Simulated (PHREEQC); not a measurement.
Make-up at 25 °C: 44 mmol/kgw ZnSO4 and 2.5 mmol/kgw KHSO4. Closed to the air; pH follows from the charge balance.

All values are PHREEQC results (ion-association model, phreeqc.dat), not measurements.

Question: The ionic strength comes out as 0.101 mol/kgw. What activity coefficients do HSO4-, K+, H+, SO4-2, KSO4- get?

Answer: HSO4- 0.78, K+ 0.76, H+ 0.82, SO4-2 0.37, KSO4- 0.79.

This is a speciation only: nothing precipitates in the calculation.
